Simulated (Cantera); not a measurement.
## Thermodynamics of carbon deposition, reforming and gasification, feed C3H8 + NH3 + N2

A closed system holds: 1 mol C3H8, 0.63 mol NH3, 47 mol N2, held at 1.00 bar.

Cantera equilibrium calculation (NASA polynomials, part measured and part estimated; ideal gas, pure solids and liquids). Candidate condensed phases: C, C6H6, C7H8, C8H18; 92 gas species. Rates play no part.

From 1923 K to 2823 K the condensed part is C(graphite). The main C-bearing gas is HCN throughout. The share of C in condensed phases is highest at 1923 K (94.1 %) and lowest at 2823 K (19.9 %).

```csv
T (K),x N2,x H2,x HCN,x H,x HNC,n C(graphite)
1923,0.904,0.0928,0.00311,0.000287,0.000153,2.82
2073,0.902,0.0911,0.00558,0.000794,0.000360,2.68
2223,0.900,0.0884,0.00915,0.00190,0.000748,2.45
2373,0.896,0.0842,0.0139,0.00405,0.00140,2.14
2523,0.891,0.0783,0.0198,0.00778,0.00238,1.72
2673,0.884,0.0705,0.0265,0.0136,0.00373,1.21
2823,0.875,0.0609,0.0334,0.0219,0.00542,0.596
```
x: gas mole fraction; n: condensed amount in mol.
